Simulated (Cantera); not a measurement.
**Silicon nitride deposition: Si2Cl6 + NH3 + N2**

Feed: 1 mol Si2Cl6, 0.26 mol NH3, 1.5 mol N2, held at 47.0 mbar.

Equilibrium computed with Cantera from the NASA thermochemical tables; the gas is ideal and each condensed phase is pure. Candidate condensed phases: NH4Cl, Si, Si3N4; 28 gas species. The feed counts by its element totals alone. The tables' values for SiCl3 are old estimates; treat these amounts as uncertain. Kinetics and transport are ignored.

From 823 K to 1223 K the condensed part is Si3N4(s). The main Si-bearing gas is SiCl4 throughout.

| T (K) | x SiCl4 | x N2 | x HCl | x H2 | x SiCl3 | x SiHCl3 | n Si3N4(s) |
|---|---|---|---|---|---|---|---|
| 823 | 0.420 | 0.372 | 0.174 | 0.0334 | 2.67e-6 | 9.73e-5 | 0.214 |
| 873 | 0.419 | 0.371 | 0.180 | 0.0307 | 1.08e-5 | 0.000153 | 0.215 |
| 923 | 0.417 | 0.370 | 0.184 | 0.0284 | 3.74e-5 | 0.000230 | 0.216 |
| 973 | 0.416 | 0.369 | 0.188 | 0.0265 | 0.000114 | 0.000330 | 0.217 |
| 1023 | 0.415 | 0.369 | 0.191 | 0.0248 | 0.000311 | 0.000457 | 0.218 |
| 1073 | 0.414 | 0.368 | 0.193 | 0.0234 | 0.000770 | 0.000612 | 0.219 |
| 1123 | 0.412 | 0.368 | 0.196 | 0.0221 | 0.00176 | 0.000797 | 0.219 |
| 1173 | 0.409 | 0.368 | 0.197 | 0.0210 | 0.00372 | 0.00101 | 0.219 |
| 1223 | 0.404 | 0.367 | 0.199 | 0.0200 | 0.00737 | 0.00125 | 0.218 |
x: gas mole fraction; n: condensed amount in mol.
